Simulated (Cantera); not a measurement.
A Cantera script and what it prints.

```python
import numpy as np
import cantera as ct

gas_names = [...]  # 62 gases of nasa_gas.yaml made of B, F, H, N, O
cond_names = """
    B(b) B(L) BN(s) B2O3(L) B3O3H3(cr) H2O(s) H2O(L)
""".split()


# ... load() reads the species with a 1 bar reference pressure and builds the phases ...
atoms = {
    'BN': {'B': 1, 'N': 1},
    'F2': {'F': 2},
    'N2': {'N': 2},
    'H2O': {'H': 2, 'O': 1},
}
top_T = {'BN(s)': 3200}  # K; cautious upper limits of use, not melting points


# ... equilibrate(T, P, feed) seeds the gas with the atoms and calls Mixture.equilibrate('TP', solver="vcs", rtol=1e-11, max_steps=5000) ...
results = []
T = 1525  # K
P = 10000  # Pa
for m in [3.5, 4.5, 5.9, 7.7, 10, 13, 17, 22, 29, 37, 48, 63]:
    feed = {'BN': 1, 'F2': 1.1, 'N2': m, 'H2O': 0.86}  # mol
    mix = equilibrate(T, P, feed)
    results.append((T, P, feed, dict(zip(mix.species_names, mix.species_moles))))

top = {s: max(r[3][s] / sum(r[3][g] for g in gas_names) for r in results) for s in gas_names}
cols = sorted((s for s in top if top[s] > 1e-05), key=lambda s: -top[s])[:6]
seen = [c for c in cond_names if any(r[3].get(c, 0) > 1e-12 for r in results)]
print("log10 of partial pressures in bar; condensed amounts in mol")
print(f"{'n(N2)':>10s}" + "".join(f"{s[:9]:>10s}" for s in cols + seen))
for T, P, feed, n in results:
    ng = sum(n[g] for g in gas_names)
    print(f"{feed['N2']:10.4g}" + "".join(f"{np.log10(max(n[s] / ng * P / 1e5, 1e-99)):10.3f}" for s in cols)
          + "".join(f"{n.get(c, 0):10.4g}" for c in seen))
```

Output:

```
log10 of partial pressures in bar; condensed amounts in mol
     n(N2)        N2        HF       BOF        H2       BF3       H2O
       3.5    -1.187    -1.966    -1.978    -2.188    -2.333    -2.752
       4.5    -1.156    -2.023    -2.033    -2.254    -2.412    -2.843
       5.9    -1.127    -2.090    -2.100    -2.332    -2.505    -2.953
       7.7    -1.103    -2.163    -2.173    -2.415    -2.605    -3.071
        10    -1.083    -2.240    -2.250    -2.502    -2.709    -3.197
        13    -1.066    -2.322    -2.333    -2.595    -2.820    -3.332
        17    -1.052    -2.410    -2.423    -2.693    -2.939    -3.480
        22    -1.041    -2.499    -2.513    -2.792    -3.056    -3.630
        29    -1.032    -2.597    -2.613    -2.900    -3.185    -3.799
        37    -1.025    -2.687    -2.705    -2.998    -3.301    -3.954
        48    -1.020    -2.785    -2.805    -3.104    -3.426    -4.126
        63    -1.015    -2.891    -2.912    -3.217    -3.557    -4.313
```

Equilibrium computed with Cantera from the NASA thermochemical tables; the gas is ideal and each condensed phase is pure. The tables' values for BF2 are old estimates; treat these amounts as uncertain. Gases not in the tables: H3BO3.
